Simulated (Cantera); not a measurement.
A closed system holds: 1 mol B, 3.6 mol H2O, equilibrated at 1423 K and 91.0 mbar.

Method: chemical equilibrium by Gibbs-energy minimisation in Cantera with the NASA 1993 tables (ideal gas, pure condensed phases). Candidate condensed phases: B, B2O3, B3O3H3, H2O; 23 gas species. Gases not in the tables: H3BO3. The numbers say what is thermodynamically allowed, not how fast it happens.

Base state: H2O 0.559, H2 0.411, HBO2 0.0292, (HBO2)3 0.000717, B2O3 4.51e-5, H 1.41e-5 (mole fractions); condensed: B2O3(l).

**Question.** What changes in the equilibrium state with this change: H2O from 3.6 to 0.12 mol?

**Answer.** 
| species | before | after |
|---|---|---|
| H2 | 0.411 | 0.993 |
| HBO | 7.08e-6 | 0.00489 |
| B3O3H3 | <1e-9 | 0.00208 |
| H2O | 0.559 | 6.83e-6 |
| HBO2 | 0.0292 | 0.000102 |
| (HBO2)3 | 0.000717 | <1e-9 |
| B2O2 | 1.13e-9 | 0.000224 |
| H | 1.41e-5 | 2.19e-5 |
| B2O3(l), mol | 0.443 | 0.0395 |
| B(s), mol | 0 | 0.920 |
Mutual solubility and eutectic melting of coexisting phases are not modelled.

**Question.** What changes in the equilibrium state with this change: temperature from 1423 K to 1948 K?

**Answer.** 
| species | before | after |
|---|---|---|
| H2O | 0.559 | 0.402 |
| H2 | 0.411 | 0.363 |
| HBO2 | 0.0292 | 0.219 |
| B2O3 | 4.51e-5 | 0.0115 |
| BO | 7.12e-9 | 8.68e-5 |
| BO2 | 2.71e-8 | 0.000149 |
| OH | 4.17e-7 | 0.000226 |
| B2O3(l), mol | 0.443 | 0 |
